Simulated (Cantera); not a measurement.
An isothermal, constant-pressure homogeneous reactor starts with H2 : O2 : N2 = 0.034 : 1 : 0.18 (molar parts), equivalence ratio 0.017, at 1473 K and 3400 Pa.

Computed with Cantera and GRI-Mech 3.0 (53 species, 325 reactions). Radical loss at walls, strong at low pressure, is not modelled.

x: mole fraction; the columns are a selection and need not sum to one.

```
t (s)           x H2   x O2        x OH      x H2O2         x O     x NO2       x HO2
--------  ----------  -----  ----------  ----------  ----------  --------  ----------
2.00e-5       0.0280  0.824     4.76e-8    2.91e-11     4.96e-8    <1e-12     7.18e-8
0.000112      0.0280  0.824     1.17e-6    8.01e-10     1.31e-6    <1e-12     4.04e-7
0.000632  (withheld)  0.803  (withheld)  (withheld)  (withheld)    <1e-12  (withheld)
0.00356     0.000300  0.800     0.00387     5.05e-8      0.0203  3.96e-12     2.07e-6
0.0200    (withheld)  0.808  (withheld)  (withheld)  (withheld)  2.06e-11  (withheld)
0.112        3.85e-5  0.818     0.00140     2.10e-8     0.00242  6.84e-11     6.65e-7
0.632        2.60e-6  0.821    0.000366     4.18e-9    0.000160  1.72e-10     1.10e-7
3.56         2.82e-7  0.821    0.000121    9.43e-10     1.74e-5  6.43e-10     9.42e-8
20.0         2.24e-7  0.821    0.000108    8.40e-10     1.38e-5  8.16e-10     1.01e-7
```

Q: What belongs in the gaps?

A: 
- 0.000632, x H2: 0.00458
- 0.000632, x OH: 0.00658
- 0.000632, x H2O2: 9.99e-8
- 0.000632, x O: 0.0158
- 0.000632, x HO2: 2.71e-6
- 0.0200, x H2: 0.000191
- 0.0200, x OH: 0.00311
- 0.0200, x H2O2: 4.33e-8
- 0.0200, x O: 0.0126
- 0.0200, x HO2: 1.68e-6
